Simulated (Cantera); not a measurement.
Si(CH3)4 + C3H8 + H2 + C2H2 (silicon carbide growth)

Input: 1 mol Si(CH3)4, 0.14 mol C3H8, 110 mol H2, 0.023 mol C2H2, at 360 Pa.

These are equilibrium values from Cantera (NASA tables, ideal gas, pure condensed phases), not measurements of a reactor. Candidate condensed phases: C, C6H6, C7H8, C8H18, Si, SiC; 87 gas species. Gases not in the tables: Si2H6 and higher silanes. Kinetics and transport are ignored.

From 1575 K to 2075 K the condensed part is C(graphite) + SiC(s). From 2175 K to 2575 K the condensed part is C(graphite). The main Si-bearing gas is Si throughout.

```
T (K)  log p H2  log p H  log p C2H2 (acetylene)  log p Si  log p SiC2  n C(graphite)  n SiC(s)
-----  --------  -------  ----------------------  --------  ----------  -------------  --------
1575      -2.44    -5.60                   -7.12     -9.26      -11.75           3.46     1.000
1675      -2.44    -5.16                   -6.68     -8.23      -10.41           3.45     1.000
1775      -2.45    -4.76                   -6.29     -7.33       -9.23           3.43     0.998
1875      -2.45    -4.41                   -5.95     -6.52       -8.17           3.40     0.989
1975      -2.45    -4.09                   -5.64     -5.79       -7.23           3.37     0.940
2075      -2.46    -3.81                   -5.37     -5.14       -6.37           3.43     0.716
2175      -2.48    -3.55                   -5.13     -4.61       -5.67           3.78         0
2275      -2.51    -3.33                   -4.93     -4.62       -5.52           3.41         0
2375      -2.55    -3.13                   -4.76     -4.64       -5.40           2.86         0
2475      -2.61    -2.95                   -4.63     -4.69       -5.31           2.13         0
2575      -2.70    -2.81                   -4.53     -4.74       -5.24           1.12         0
```
log p: log10 of the partial pressure in bar; n: condensed amount in mol.
